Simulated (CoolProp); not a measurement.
C2F6 (R116) at 242.79 K and 0.377 MPa flows at 8.5 m/s in a round tube of 50 mm bore and 1.5 µm roughness, fully developed (64/Re and Nu = 3.66 if laminar; Colebrook and Gnielinski if turbulent). Each further row changes one setting.

Computed with CoolProp (reference Helmholtz-energy equation of state, Lemmon 2006). It is a short technical equation, of lower accuracy than the large ones.

```tsv
case	Reynolds number	Darcy friction factor	pressure drop (Pa/m)	heat-transfer coefficient (W/(m² K))	mass flow (kg/h)
as stated	1050000	0.0122	248	287	1690
velocity 17 m/s	2100000	0.0113	914	528	3380
diameter 100 mm	2100000	0.0108	110	253	6760
```

Viscosity comes from a separate model (Huber 2003), an estimate that may be off by 10 % or more. Thermal conductivity comes from a separate model (Huber 2003), an estimate that may be off by 10 % or more.
